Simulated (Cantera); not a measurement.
A Cantera script and what it prints.

```python
import numpy as np
import cantera as ct

gas_names = """
    CL CLO CL2 Fe FeCL FeCL2 FeCL3 FeO Fe(OH)2 Fe2CL4 Fe2CL6 H HCL HOCL HO2 H2 H2O H2O2 O OH O2 O3
""".split()
cond_names = """
    Fe(a) Fe(c) Fe(d) Fe(L) FeCL2(s) FeCL2(L) FeCL3(s) FeCL3(L) FeO(s) FeO(L) Fe(OH)2(s) Fe(OH)3(s)
    Fe2O3(s) Fe3O4(s) H2O(s) H2O(L)
""".split()


# ... load() reads the species with a 1 bar reference pressure and builds the phases ...
atoms = {
    'FeCl2': {'Fe': 1, 'CL': 2},
    'O2': {'O': 2},
    'H2': {'H': 2},
}
top_T = {'Fe2O3(s)': 1830, 'Fe3O4(s)': 1870}  # K; cautious upper limits of use, not melting points


# ... equilibrate(T, P, feed) seeds the gas with the atoms and calls Mixture.equilibrate('TP', solver="vcs", rtol=1e-11, max_steps=5000) ...
results = []
T = 1723  # K
P = 46000  # Pa
for m in [2.8, 4, 5.7, 8.2, 12, 17, 24, 34, 48, 69, 98, 140]:
    feed = {'FeCl2': 1, 'O2': 1.6, 'H2': m}  # mol
    mix = equilibrate(T, P, feed)
    results.append((T, P, feed, dict(zip(mix.species_names, mix.species_moles))))

top = {s: max(r[3][s] / sum(r[3][g] for g in gas_names) for r in results) for s in gas_names}
cols = sorted((s for s in top if top[s] > 1e-05), key=lambda s: -top[s])[:5]
seen = [c for c in cond_names if any(r[3].get(c, 0) > 1e-12 for r in results)]
print("log10 of partial pressures in bar; condensed amounts in mol")
print(f"{'n(H2)':>10s}" + "".join(f"{s[:9]:>10s}" for s in cols + seen))
for T, P, feed, n in results:
    ng = sum(n[g] for g in gas_names)
    print(f"{feed['H2']:10.4g}" + "".join(f"{np.log10(max(n[s] / ng * P / 1e5, 1e-99)):10.3f}" for s in cols)
          + "".join(f"{n.get(c, 0):10.4g}" for c in seen))
```

Result:

```
log10 of partial pressures in bar; condensed amounts in mol
     n(H2)        H2       H2O       HCL     FeCL2        O2     Fe(d)    FeO(L)  Fe3O4(s)
       2.8    -4.131    -0.623    -0.725    -1.651    -2.171         0         0    0.2696
         4    -1.133    -0.632    -0.915    -1.508    -8.186         0    0.6619         0
       5.7    -0.765    -0.759    -1.042    -1.635    -9.175         0    0.6618         0
       8.2    -0.602    -0.897    -1.179    -1.772    -9.777         0    0.6617         0
        12    -0.544    -0.946    -1.289    -2.014    -9.992    0.7254         0         0
        17    -0.479    -1.087    -1.391    -2.282   -10.406    0.7951         0         0
        24    -0.435    -1.230    -1.506    -2.555   -10.778    0.8479         0         0
        34    -0.406    -1.376    -1.632    -2.836   -11.129    0.8883         0         0
        48    -0.385    -1.522    -1.763    -3.120   -11.462    0.9181         0         0
        69    -0.371    -1.677    -1.907    -3.423   -11.802    0.9411         0         0
        98    -0.361    -1.828    -2.050    -3.719   -12.123    0.9569         0         0
       140    -0.354    -1.981    -2.198    -4.022   -12.444     0.968         0         0
```

Cantera equilibrium calculation (NASA polynomials, part measured and part estimated; ideal gas, pure solids and liquids). The tables' stoichiometric FeO is somewhat more stable than real wüstite, so its field is too wide. FeO: taken at fixed stoichiometry.
